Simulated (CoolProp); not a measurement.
Oxygen at 517.7 K and 0.942 MPa flows at 0.12 m/s in a round tube of 10 mm bore and 15 µm roughness, fully developed (64/Re and Nu = 3.66 if laminar; Colebrook and Gnielinski if turbulent). Each further row changes one setting.

Values from CoolProp's reference Helmholtz-energy equation of state, Schmidt 1985.

| case | Reynolds number | Darcy friction factor | pressure drop (Pa/m) | heat-transfer coefficient (W/(m² K)) | mass flow (kg/h) |
|---|---|---|---|---|---|
| as stated | 267 | 0.240 | 1.21 | 15.5 | 0.237 |
| velocity 0.24 m/s | 534 | 0.120 | 2.41 | 15.5 | 0.474 |
| diameter 20 mm | 534 | 0.120 | 0.301 | 7.77 | 0.949 |

Above 300 K oxygen's equation is extrapolated.

Viscosity comes from a separate model (Lemmon 2004). Thermal conductivity comes from a separate model (Lemmon 2004).
